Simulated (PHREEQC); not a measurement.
A column of 0.5 m (30 cells, dispersivity 0.025 m, 300 s a shift, diffusion coefficient 3e-10 m²/s) holds 0.076 eq of the database's cation exchanger X per kg of pore water, first in equilibrium with 19 mmol/kgw CdCl2 and 0.01 mmol/kgw HCl. It is flushed with 21 mmol/kgw ZnCl2 and 0.01 mmol/kgw HCl, at 15 °C. Values are for the last cell. No CO2 enters from the air. Nothing may precipitate in this run.

The series has 31 steps of pore volumes, from 0 to 6.017.

The numbers come from PHREEQC with the ion-association model, phreeqc.dat.

Problem. After how many pore volumes does Zn at the outlet first reach half of its feed value?

Solution. By 2.8 pore volumes.
